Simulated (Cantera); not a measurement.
Charge: 1 mol C2H2, 8.5 mol H2, at 2373.15 K and 4200 Torr.

Method: chemical equilibrium by Gibbs-energy minimisation in Cantera with the NASA 1993 tables (ideal gas, pure condensed phases). Candidate condensed phases: C, C6H6, C7H8, C8H18; 76 gas species. Kinetics and transport are ignored.

Base state: H2 0.987, C2H2 (acetylene) 0.00608, H 0.00587, CH4 0.00102, CH3 0.000112, C2H4 3.92e-5, C4H2 1.54e-5 (mole fractions); condensed: C(graphite).

Question: What changes in the equilibrium state with this change: pressure from 4200 Torr to 10.0 Torr?

Answer: 
```
species             before    after
----------------  --------  -------
H2                   0.987    0.881
H                  0.00587    0.114
C2H2 (acetylene)   0.00608  0.00542
CH4                0.00102  1.93e-6
C2H4               3.92e-5  7.44e-8
CH3               0.000112  4.60e-6
C2H                1.95e-6  3.78e-5
C4H2               1.54e-5  1.37e-5
C(graphite), mol      1.87     1.89
```
